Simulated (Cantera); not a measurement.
# Cu + CO + H₂ (metals in furnace atmospheres)

Charge: 1 mol Cu, 0.26 mol CO, 130 mol H₂, held at 1998 K and 0.0120 bar.

Cantera equilibrium calculation (NASA polynomials, part measured and part estimated; ideal gas, pure solids and liquids). Candidate condensed phases: C, C₆H₆, C₇H₈, C₈H₁₈, Cu, CuO, Cu(OH)₂, Cu₂O, H₂O; 113 gas species. Kinetics and transport are ignored.

```
Quantity                                    Value
--------------------------------------  ---------
x(H₂)                                       0.976
x(H)                                       0.0145
x(Cu)                                     0.00756
x(CO)                                     0.00197
gas amount                              132.2 mol
log10 activity of Cu(l) (absent)            -1.67
log10 activity of C(graphite) (absent)      -1.96
```
